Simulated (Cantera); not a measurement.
A closed system holds: 1 mol TEOS, a varied amount of CO2, 0.69 mol H2, at 1025 K and 100000 Pa.

These are equilibrium values from Cantera (NASA tables, ideal gas, pure condensed phases), not measurements of a reactor. Candidate condensed phases: C, C6H6, C7H8, C8H18, H2O, Si, SiC, SiO2; 123 gas species. The feed counts by its element totals alone. Equilibrium is a limit: real reactors are often held back by kinetics, nucleation or transport.

x: gas mole fraction; n: condensed amount in mol.

```
n(CO2) (mol)   x H2   x CO    x CO2   x H2O    x CH4   x C2H6   x C2H4  n C(graphite)  n SiO2(β-quartz)
------------  -----  -----  -------  ------  -------  -------  -------  -------------  ----------------
0.32          0.753  0.164  0.00920  0.0327   0.0417  5.04e-7  3.75e-7           5.68              1.00
0.57          0.726      …        …       …   0.0388        …  3.49e-7           5.55              1.00
1             0.685  0.223   0.0171  0.0405   0.0345  3.80e-7  3.10e-7           5.31              1.00
1.8           0.620  0.279   0.0268  0.0459   0.0283  2.82e-7  2.54e-7           4.86              1.00
3.3               …      …        …  0.0501        …        …        …              …              1.00
6             0.415  0.452   0.0703  0.0498   0.0127  8.46e-8  1.14e-7           2.34              1.00
11            0.300  0.520    0.121  0.0539  0.00506  1.87e-8  3.50e-8              0              1.00
```

**Question.** What belongs in the gaps?

**Answer.** 
- 3.3, x H2: 0.527
- 3.3, x CO: 0.358
- 3.3, x CO2: 0.0442
- 3.3, x CH4: 0.0204
- 3.3, x C2H6: 1.73e-7
- 3.3, x C2H4: 1.84e-7
- 3.3, n C(graphite): 3.98
- 0.57, x CO: 0.187
- 0.57, x CO2: 0.0120
- 0.57, x H2O: 0.0360
- 0.57, x C2H6: 4.53e-7
